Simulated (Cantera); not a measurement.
**Reactions in the system H-O-V**

Source: NASA polynomial tables (part measured, part estimated), evaluated in Cantera. Values are per mole of reaction as written; species without (g) are pure solids or liquids, kept so even where they would boil at 1 bar.

2 OH(g) + V₂O₃ → V₂O₅ + H₂(g)

```tsv
T (K)	ΔH° (kJ)	ΔS° (J/K)	ΔG° (kJ)	log10 K	condensed phases
573	-409.3	-202.0	-293.5	26.76	V₂O₃(s), V₂O₅(s)
773	-406.8	-198.3	-253.5	17.13	V₂O₃(s), V₂O₅(s)
973	-339.1	-126.2	-216.3	11.61	V₂O₃(s), V₂O₅(l)
1173	-335.2	-122.6	-191.4	8.52	V₂O₃(s), V₂O₅(l)
1373	-332.8	-120.7	-167.1	6.36	V₂O₃(s), V₂O₅(l)
1573	-331.8	-120.0	-143.1	4.75	V₂O₃(s), V₂O₅(l)
1773	-332.2	-120.2	-119.1	3.51	V₂O₃(s), V₂O₅(l)
1973	-334.0	-121.2	-94.9	2.51	V₂O₃(s), V₂O₅(l)
2173	-337.3	-122.8	-70.5	1.70	V₂O₃(s), V₂O₅(l)
2373	-458.4	-174.6	-44.1	0.97	V₂O₃(l), V₂O₅(l)
2573	-458.9	-174.8	-9.2	0.19	V₂O₃(l), V₂O₅(l)
```
